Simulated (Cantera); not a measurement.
# Metals in furnace atmospheres: Pb + CO2 + N2 + CO

Input: 1 mol Pb, 0.013 mol CO2, 3.7 mol N2, 11 mol CO, at 1225 K and 1.50 mbar.

Cantera equilibrium calculation (NASA polynomials, part measured and part estimated; ideal gas, pure solids and liquids). Candidate condensed phases: C, Pb, PbO, PbO2, Pb3O4; 27 gas species. Equilibrium is a limit: real reactors are often held back by kinetics, nucleation or transport.

| Property | Result |
|---|---|
| x(CO) | 0.700 |
| x(N2) | 0.235 |
| x(Pb) | 0.0636 |
| x(CO2) | 0.000827 |
| gas amount | 15.71 mol |
| log10 activity of Pb(l) (absent) | -0.99 |
| log10 activity of C(graphite) (absent) | -1.92 |
